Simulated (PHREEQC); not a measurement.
Model water analysis in mg/L, 25 °C, pH 7.81, pe 9.3:

```csv
constituent,mg/L
Na,7250
K,120
Ca,742
Mg,331
Cl,9830
S(6) as SO4,5400
Alkalinity as HCO3,31
O(0) (dissolved oxygen),8.32
```

Valence states are taken as typed.

Model: ion-association model, phreeqc.dat, run in PHREEQC.

No solid was allowed to form.

Q: Estimate the ionic strength.

A: ionic strength 0.423 mol/kgw.

Q: In which forms is Ca present?

A: Ca+2 75 %, CaSO4 25 % of the Ca.

Complexes and solids missing from the database can't appear.
